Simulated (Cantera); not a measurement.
Feed: 1 mol CH3SiCl3, a varied amount of H2, 0.65 mol CH4, equilibrated at 1123 K and 1000 Pa.

Method: chemical equilibrium by Gibbs-energy minimisation in Cantera with the NASA 1993 tables (ideal gas, pure condensed phases). Candidate condensed phases: C, C6H6, C7H8, C8H18, Si, SiC; 109 gas species. The feed counts by its element totals alone. The tables' values for SiCl3 are old estimates; treat these amounts as uncertain. Rates play no part.

x: gas mole fraction; n: condensed amount in mol.

```tsv
n(H2) (mol)	x H2	x HCl	x SiCl4	x SiHCl3	x SiCl3	x CH4	x SiCl2	n C(graphite)	n SiC(s)
6.8	0.750	0.242	0.00709	0.000378	0.000309	0.000165	0.000168	0.736	0.912
12	0.821	[?]	[?]	[?]	0.000106	[?]	[?]	0.680	0.967
20	0.877	0.122	0.000336	4.15e-5	3.14e-5	0.000226	3.65e-5	0.655	0.989
34	0.922	[?]	[?]	[?]	7.67e-6	0.000249	[?]	0.644	0.997
57	0.951	0.0489	7.41e-6	2.47e-6	1.80e-6	0.000265	5.42e-6	0.635	0.999
97	0.970	0.0296	9.58e-7	5.38e-7	3.88e-7	0.000276	1.95e-6	0.622	1.000
170	0.983	0.0172	1.07e-7	1.04e-7	7.47e-8	0.000283	6.50e-7	0.601	1.000
```

**Question.** What belongs in the gaps?

**Answer.** 
- 34, x HCl: 0.0781
- 34, x SiCl4: 5.12e-5
- 34, x SiHCl3: 1.04e-5
- 34, x SiCl2: 1.43e-5
- 12, x HCl: 0.177
- 12, x SiCl4: 0.00170
- 12, x SiHCl3: 0.000135
- 12, x CH4: 0.000198
- 12, x SiCl2: 8.20e-5
